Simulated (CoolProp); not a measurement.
Vapour pressure (MPa) of trans-2-butene: the reference equation beside estimates from Tc = 428.6 K, pc = 4.019 MPa, ω = 0.210.

Values from CoolProp's reference Helmholtz-energy equation of state, Lemmon 2005. It is a short technical equation, of lower accuracy than the large ones.

```json
[
 {"T (K)": "281.4", "reference": "0.1331", "Lee-Kesler": "0.1314", "Redlich-Kwong": "0.1997"},
 {"T (K)": "294.4", "reference": "0.2076", "Lee-Kesler": "0.2066", "Redlich-Kwong": "0.2989"},
 {"T (K)": "307.4", "reference": "0.3105", "Lee-Kesler": "0.3108", "Redlich-Kwong": "0.4299"},
 {"T (K)": "320.4", "reference": "0.4480", "Lee-Kesler": "0.4503", "Redlich-Kwong": "0.5976"},
 {"T (K)": "333.4", "reference": "0.6269", "Lee-Kesler": "0.6316", "Redlich-Kwong": "0.8068"},
 {"T (K)": "346.4", "reference": "0.8542", "Lee-Kesler": "0.8616", "Redlich-Kwong": "1.062"},
 {"T (K)": "359.3", "reference": "1.135", "Lee-Kesler": "1.145", "Redlich-Kwong": "1.366"},
 {"T (K)": "372.3", "reference": "1.482", "Lee-Kesler": "1.495", "Redlich-Kwong": "1.726"},
 {"T (K)": "385.3", "reference": "1.903", "Lee-Kesler": "1.917", "Redlich-Kwong": "2.146"},
 {"T (K)": "398.3", "reference": "2.409", "Lee-Kesler": "2.424", "Redlich-Kwong": "2.629"},
 {"T (K)": "411.3", "reference": "3.014", "Lee-Kesler": "3.030", "Redlich-Kwong": "3.178"}
]
```

Absolute difference from the reference over all 11 rows, mean and median: Lee-Kesler 0.7 and 0.7 %, Redlich-Kwong 25.7 and 24.3 %.
